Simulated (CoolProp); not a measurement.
Computed with CoolProp (reference Helmholtz-energy equation of state, Lemmon 2006). It is a short technical equation, of lower accuracy than the large ones.

Problem. Give the vapour pressure (MPa), liquid cp (kJ/(kg K)), surface tension (mN/m) of saturated isohexane at 414, 436.6 K.

Solution. 
```json
[
 {"T (K)": "414", "p (MPa)": "0.757", "liquid cp (kJ/(kg K))": "2.91", "surface tension (mN/m)": "5.98"},
 {"T (K)": "436.6", "p (MPa)": "1.15", "liquid cp (kJ/(kg K))": "3.12", "surface tension (mN/m)": "4.11"}
]
```

Surface tension comes from a separate correlation (Mulero 2012).
